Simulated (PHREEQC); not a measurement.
Solution (89 °C): 0.01 mol HF, 0.00047 mol (CH3)4NF, 0.0016 mol H4SiO4 and 0.09 mol HCl per kg of water. Closed to the air; pH follows from the charge balance.

All values are PHREEQC results (ion-association model, phreeqc.dat), not measurements.

Each row changes one thing in this solution. No solid was allowed to form.

```tsv
case	pH	ionic strength (mol/kgw)	F- (mol/kgw)	HF2- (mol/kgw)	SiF6-2 (mol/kgw)	H3SiO4- (mol/kgw)	SI of Chalcedony (SiO2)
as made	1.14	0.0900	3.67e-5	1.58e-6	6.48e-7	2.03e-11	+0.16
HCl from 0.09 to 0.009 mol/kgw	2.10	0.00933	0.000263	1.10e-5	1.99e-5	[?]	+0.14
temperature from 89 to 90 °C	1.14	0.0900	[?]	1.55e-6	5.37e-7	2.07e-11	+0.15
H4SiO4 from 0.0016 to 0.0008 mol/kgw	1.14	0.0900	3.67e-5	1.59e-6	[?]	[?]	-0.15
HCl from 0.09 to 0.18 mol/kgw	0.85	0.180	2.11e-5	9.06e-7	2.66e-7	1.16e-11	+0.17
diluted 2-fold with water	1.42	0.0450	3.25e-5	7.03e-7	1.36e-8	1.81e-11	-0.15
H4SiO4 from 0.0016 to 0.00176 mol/kgw	1.14	0.0900	3.67e-5	1.58e-6	7.12e-7	2.23e-11	+0.20
```

Question: What belongs in the gaps?

Answer: 
- HCl from 0.09 to 0.009 mol/kgw, H3SiO4- (mol/kgw): 1.50e-10
- temperature from 89 to 90 °C, F- (mol/kgw): 3.59e-5
- H4SiO4 from 0.0016 to 0.0008 mol/kgw, SiF6-2 (mol/kgw): 3.24e-7
- H4SiO4 from 0.0016 to 0.0008 mol/kgw, H3SiO4- (mol/kgw): 1.02e-11

Species that the database lacks are ignored. Some of these states are supersaturated (in Quartz (slow to form), Chalcedony (slow to form), for instance). (CH3)4N+ isn't in the database: it is added as a free cation with an ion size of 4 Å. At this temperature some constants are extrapolated from 25 °C, and those without enthalpy data are left unchanged. SiF6-2 is the database's only silicon fluoride.
